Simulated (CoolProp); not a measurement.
Vapour-liquid equilibrium of benzene (1) + ethylbenzene (2) at 54.05 °C; x and y are mole fractions of (1).

Values from CoolProp's multi-fluid Helmholtz-energy mixture model, Thol 2012 and Zhou 2012; pair parameters Bell 2016.

| x | bubble pressure (kPa) | y at the bubble point | dew pressure at overall composition x (kPa) | liquid density (mol/L) |
|---|---|---|---|---|
| 0.05 | 7.117 | 0.243 | [?] | 7.998 |
| 0.2 | 11.75 | 0.614 | 6.810 | 8.359 |
| 0.35 | 16.82 | 0.784 | 8.026 | 8.746 |
| 0.5 | 22.33 | 0.878 | 9.779 | 9.162 |
| 0.65 | 28.19 | 0.935 | 12.54 | 9.607 |
| 0.8 | 34.22 | 0.971 | [?] | 10.09 |
| 0.95 | [?] | 0.994 | 30.44 | 10.60 |

Question: Complete the blanks.

Answer: 
- 0.05, dew pressure at overall composition x (kPa): 5.915
- 0.8, dew pressure at overall composition x (kPa): 17.57
- 0.95, bubble pressure (kPa): 40.20

No azeotrope shows between x = 0.05 and 0.95.

The pair parameters rest on a limited set of measurements; away from them the model extrapolates.
